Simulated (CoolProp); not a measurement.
Vapour-liquid equilibrium of propane (1) + R236FA (2) at 56.15 °C; x and y are mole fractions of (1).

Values from CoolProp's multi-fluid Helmholtz-energy mixture model, Lemmon 2009 and Pan 2012; pair parameters Bell 2016.

```tsv
x	bubble pressure (MPa)	y at the bubble point	dew pressure at overall composition x (MPa)	liquid density (mol/L)
0.05	0.8671	…	…	8.206
0.2	…	0.488	…	8.269
0.35	1.571	0.607	1.048	8.335
0.5	…	0.682	1.317	8.438
0.65	1.882	0.748	1.678	…
0.8	1.966	0.828	1.945	9.020
0.95	…	0.945	1.977	…
```

Problem. What belongs in the gaps?

Solution. 
- 0.05, y at the bubble point: 0.206
- 0.05, dew pressure at overall composition x (MPa): 0.7262
- 0.2, bubble pressure (MPa): 1.292
- 0.2, dew pressure at overall composition x (MPa): 0.8611
- 0.5, bubble pressure (MPa): 1.753
- 0.65, liquid density (mol/L): 8.640
- 0.95, bubble pressure (MPa): 1.978
- 0.95, liquid density (mol/L): 9.636

y crosses x between x = 0.8 and 0.95: the model has an azeotrope there.

The pair parameters rest on a limited set of measurements; away from them the model extrapolates.
